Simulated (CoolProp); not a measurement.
A Linde-Hampson liquefier for CF4 (R14): isothermal reversible compression at 320 K from 1 atm to 30 MPa, throttling to 1 atm, return gas leaving the recuperator 5 K below the feed. Each further row changes one setting.

Computed with CoolProp (reference Helmholtz-energy equation of state, Platzer 1990). This equation is an older, rougher fit; its heat capacities, sound speeds and derivatives of the liquid may be far off and weren't checked against measurements.

```
case                        liquid yield per pass  compression work (kJ/kg of gas)
--------------------------  ---------------------  -------------------------------
as stated                                   0.238                              159
warm-end temperature 350 K                  0.185                              179
warm-end gap 10 K                           0.226                              159
```
